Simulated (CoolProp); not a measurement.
Vapour pressure (MPa) of ethanol: the reference equation beside estimates from Tc = 514.7 K, pc = 6.268 MPa, ω = 0.644.

Computed with CoolProp (reference Helmholtz-energy equation of state, Schroeder 2014).

| T (K) | reference | Lee-Kesler | Redlich-Kwong | Soave-Redlich-Kwong | Peng-Robinson |
|---|---|---|---|---|---|
| 302.6 | 0.01015 | 0.009488 | 0.1033 | 0.009431 | 0.01041 |
| 322 | 0.02782 | 0.02709 | 0.1964 | 0.02700 | 0.02893 |
| 341.4 | 0.06689 | 0.06663 | 0.3419 | 0.06655 | 0.06965 |
| 360.8 | 0.1443 | 0.1450 | 0.5546 | 0.1452 | 0.1493 |
| 380.2 | 0.2840 | 0.2853 | 0.8492 | 0.2868 | 0.2908 |
| 399.6 | 0.5176 | 0.5169 | 1.240 | 0.5220 | 0.5241 |
| 419 | 0.8832 | 0.8748 | 1.742 | 0.8879 | 0.8854 |
| 438.4 | 1.424 | 1.400 | 2.369 | 1.428 | 1.418 |
| 457.9 | 2.191 | 2.147 | 3.136 | 2.196 | 2.177 |
| 477.3 | 3.228 | 3.171 | 4.048 | 3.239 | 3.213 |
| 496.7 | 4.600 | 4.556 | 5.120 | 4.622 | 4.599 |

Absolute difference from the reference over all 11 rows, mean and median: Lee-Kesler 1.6 and 1.0 %, Redlich-Kwong 254.7 and 139.6 %, Soave-Redlich-Kwong 1.4 and 0.5 %, Peng-Robinson 1.8 and 1.3 %.
